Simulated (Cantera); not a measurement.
Cantera run, input and output.

```python
import numpy as np
import cantera as ct

gas = ct.Solution("h2o2.yaml")
gas.TPX = 1400, 13332, {'H2': 1.2, 'O2': 6.9, 'N2': 18}
reactor = ct.IdealGasConstPressureReactor(gas, energy="off", clone=False)
net = ct.ReactorNet([reactor])
net.rtol, net.atol = 1e-08, 1e-18
show = ['H2', 'O2', 'O', 'OH', 'H', 'H2O', 'HO2']
times = np.geomspace(6e-05, 7, 12)

steps = ct.SolutionArray(gas, extra=["t"])
rows = []
print(f"{'t/s':>10s}{'T/K':>9s}{'P/Pa':>11s}" + "".join(f"{s:>11s}" for s in show))
for t in times:
    while net.time < t:
        t_next = net.step()
        steps.append(gas.state, t=t_next)
    rows.append([np.interp(t, steps.t, y) for y in (steps.T, steps.P, *steps(*show).X.T)])
    print(f"{t:10.3e}{rows[-1][0]:9.1f}{rows[-1][1]:11.4g}" + "".join(f"{x:11.3e}" for x in rows[-1][2:]))
rate = np.gradient(steps.T, steps.t)
print("integrator steps:", len(steps.t))
if steps.T.max() > steps.T[0] + 200:
    print(f"time of steepest temperature rise: {steps.t[rate.argmax()]:.4e} s")
gas.TPX = 1400, 13332, {'H2': 1.2, 'O2': 6.9, 'N2': 18}
gas.equilibrate("TP")
print(f"equilibrium (TP): T = {gas.T:.1f} K  " + "  ".join(f"{s} {gas[s].X[0]:.3e}" for s in show))
```

It prints:

```
       t/s      T/K       P/Pa         H2         O2          O         OH          H        H2O        HO2
 6.000e-05   1400.0  1.333e+04  4.597e-02  2.644e-01  1.258e-06  1.005e-06  1.304e-06  2.410e-06  1.876e-07
 1.733e-04   1400.0  1.333e+04  3.550e-02  2.576e-01  3.655e-03  2.614e-03  3.589e-03  7.373e-03  7.363e-06
 5.005e-04   1400.0  1.333e+04  1.646e-03  2.345e-01  1.992e-02  4.151e-03  8.395e-03  3.828e-02  8.086e-06
 1.446e-03   1400.0  1.333e+04  9.930e-04  2.397e-01  1.122e-02  3.245e-03  3.615e-03  4.218e-02  7.350e-06
 4.175e-03   1400.0  1.333e+04  3.016e-04  2.446e-01  3.242e-03  1.793e-03  5.654e-04  4.545e-02  4.805e-06
 1.206e-02   1400.0  1.333e+04  4.879e-05  2.465e-01  5.180e-04  7.243e-04  3.620e-05  4.661e-02  1.623e-06
 3.483e-02   1400.0  1.333e+04  7.390e-06  2.469e-01  7.902e-05  2.846e-04  2.165e-06  4.690e-02  3.606e-07
 1.006e-01   1400.0  1.333e+04  1.435e-06  2.470e-01  1.555e-05  1.265e-04  1.892e-07  4.699e-02  9.134e-08
 2.905e-01   1400.0  1.333e+04  3.684e-07  2.470e-01  4.033e-06  6.442e-05  2.502e-08  4.703e-02  4.295e-08
 8.391e-01   1400.0  1.333e+04  1.459e-07  2.470e-01  1.605e-06  4.062e-05  6.320e-09  4.704e-02  4.087e-08
 2.424e+00   1400.0  1.333e+04  1.181e-07  2.470e-01  1.299e-06  3.654e-05  4.620e-09  4.704e-02  4.229e-08
 7.000e+00   1400.0  1.333e+04  1.179e-07  2.470e-01  1.297e-06  3.650e-05  4.605e-09  4.704e-02  4.231e-08
integrator steps: 1844
equilibrium (TP): T = 1400.0 K  H2 1.179e-07  O2 2.470e-01  O 1.297e-06  OH 3.650e-05  H 4.605e-09  H2O 4.704e-02  HO2 4.231e-08
```

Model: the H2/O2 subset of GRI-Mech 3.0, which has no nitrogen chemistry, integrated in Cantera. The temperature is held fixed by assumption; the heat of reaction is taken as removed at once.
